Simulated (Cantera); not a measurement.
Ti(OiPr)4 + H2O + H2 (titanium nitride, carbide and oxide coatings)

Charge: 1 mol Ti(OiPr)4, 10 mol H2O, 87 mol H2, equilibrated at 1750 °C and 75.0 Torr.

Equilibrium computed with Cantera from the NASA thermochemical tables; the gas is ideal and each condensed phase is pure. Candidate condensed phases: C, C6H6, C7H8, C8H18, H2O, Ti, TiC, TiO, TiO2, Ti2O3, Ti3O5, Ti4O7; 113 gas species. The feed counts by its element totals alone. Mutual solubility and eutectic melting of coexisting phases are not modelled. Rates play no part.

```json
{
  "x(H2)": "0.894",
  "x(CO)": "0.0972",
  "x(H)": "0.00568",
  "x(H2O)": "0.00326",
  "x(CO2)": "7.60e-5",
  "x(TiO)": "3.17e-6",
  "x(OH)": "2.16e-6",
  "n(Ti2O3(s))": "0.236 mol",
  "n(Ti3O5(s))": "0.176 mol",
  "gas_amount": "123.4 mol",
  "log10 activity of Ti4O7(l) (absent)": "-0.32",
  "log10 activity of C(graphite) (absent)": "-3.55",
  "log10 activity of Ti(l) (absent)": "-3.82"
}
```
